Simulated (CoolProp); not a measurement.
CHF3 (R23) along the isobar 3.61 MPa: Z from the reference equation and from simpler models built on Tc = 26.1 °C, pc = 4.832 MPa, ω = 0.263; each cubic takes its own stable root.

Computed with CoolProp (reference Helmholtz-energy equation of state, Penoncello 2003).

```csv
T (°C),phase,reference,van der Waals,Redlich-Kwong,Soave-Redlich-Kwong,Peng-Robinson
-121.85,liquid,0.1260,?,0.1516,0.1485,0.1321
-112.95,liquid,0.1213,0.2147,0.1458,0.1425,0.1266
-103.95,liquid,0.1172,0.2067,0.1409,0.1373,0.1219
-94.95,liquid,0.1136,0.1998,0.1366,0.1328,0.1178
-86.05,liquid,0.1106,0.1940,0.1331,0.1291,0.1144
-77.05,liquid,0.1080,?,0.1302,0.1259,0.1115
-68.05,liquid,0.1058,?,0.1279,0.1234,?
-59.15,liquid,0.1040,0.1812,0.1263,0.1215,0.1074
-50.15,liquid,0.1026,0.1785,0.1252,0.1202,0.1062
-41.25,liquid,0.1016,?,0.1248,0.1195,0.1056
-32.25,liquid,0.1011,0.1757,0.1251,0.1196,0.1056
-23.25,liquid,0.1012,0.1759,0.1265,0.1207,0.1066
-14.35,liquid,?,0.1777,0.1290,0.1229,0.1086
-5.35,liquid,0.1037,0.1819,0.1336,0.1270,0.1123
3.65,liquid,0.1072,0.1914,0.1417,0.1344,0.1190
```

**Question.** Fill in the missing entries.

**Answer.** 
- -121.85, van der Waals: 0.2238
- -77.05, van der Waals: 0.1889
- -68.05, van der Waals: 0.1846
- -68.05, Peng-Robinson: 0.1092
- -41.25, van der Waals: 0.1766
- -14.35, reference: 0.1019
